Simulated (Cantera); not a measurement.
Input: 1 mol SiCl4, 5.9 mol HCl, 3.7 mol H2, held at 1573.15 K and 1.00 bar.

Method: chemical equilibrium by Gibbs-energy minimisation in Cantera with the NASA 1993 tables (ideal gas, pure condensed phases). Candidate condensed phases: Si; 19 gas species. The tables' values for SiCl3 are old estimates; treat these amounts as uncertain. Equilibrium is a limit: real reactors are often held back by kinetics, nucleation or transport.

What is the equilibrium state?


```
Item                                 Result
--------------------------------  ---------
x(HCl)                                0.585
x(H2)                                 0.322
x(SiCl4)                             0.0641
x(SiCl3)                             0.0149
x(SiCl2)                            0.00906
x(SiHCl3)                           0.00468
x(SiH2Cl2)                          5.63e-5
x(Cl)                               3.34e-5
x(H)                                2.31e-5
gas amount                        10.78 mol
log10 activity of Si(s) (absent)      -2.60
```
